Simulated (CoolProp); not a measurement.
A single-stage vapour-compression cycle with R21: evaporating at 301.15 K (dew point), condensing at 368.15 K (bubble point), superheat 5 K, subcooling 2 K, compressor efficiency 0.7, no pressure losses. Each further row changes one setting.

The numbers come from the reference Helmholtz-energy equation of state, Platzer 1990 in CoolProp. This equation is an older, rougher fit; its heat capacities, sound speeds and derivatives of the liquid may be far off and weren't checked against measurements.

```tsv
case	cooling COP	pressure ratio	discharge temperature (K)	refrigerating effect (kJ/kg)	volumetric capacity (kJ/m³)
as stated	2.46	5.93	418.9	160	1380
evaporating temperature 306.15 K	2.75	5.04	414.2	162	1630
condensing temperature 363.15 K	2.72	5.33	411.5	166	1430
subcooling 7 K	2.54	5.93	418.9	166	1430
superheat 15 K	2.46	5.93	430.5	166	1380
compressor efficiency 0.6	2.10	5.93	432.7	160	1380
```
